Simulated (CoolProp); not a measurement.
R1234ze(E) along the isobar 100 bar: Z from the reference equation and from simpler models built on Tc = 382.5 K, pc = 36.35 bar, ω = 0.313; each cubic takes its own stable root.

Values from CoolProp's reference Helmholtz-energy equation of state, Thol 2016.

```csv
T (K),phase,reference
356.8,liquid,0.3755
361,liquid,0.3767
365.2,liquid,0.3782
369.4,liquid,0.3801
373.6,liquid,0.3823
377.8,liquid,0.3848
382.1,liquid,0.3879
386.3,supercritical,0.3914
390.5,supercritical,0.3953
394.7,supercritical,0.3999
398.9,supercritical,0.4050
403.1,supercritical,0.4109
407.4,supercritical,0.4177
411.6,supercritical,0.4253
415.8,supercritical,0.4337
420,supercritical,0.4432
```

Problem. How far does each simpler model (van der Waals, Soave-Redlich-Kwong, Peng-Robinson) lie from the reference over these 16 states: mean and median of the absolute difference, and the worst?

Solution. 
- van der Waals: mean 39.0 %, median 40.1 %, worst +48.5 % at 356.8 K and 100 bar
- Soave-Redlich-Kwong: mean 14.3 %, median 14.4 %, worst +16.2 % at 420 K and 100 bar
- Peng-Robinson: mean 3.1 %, median 3.0 %, worst +6.5 % at 420 K and 100 bar
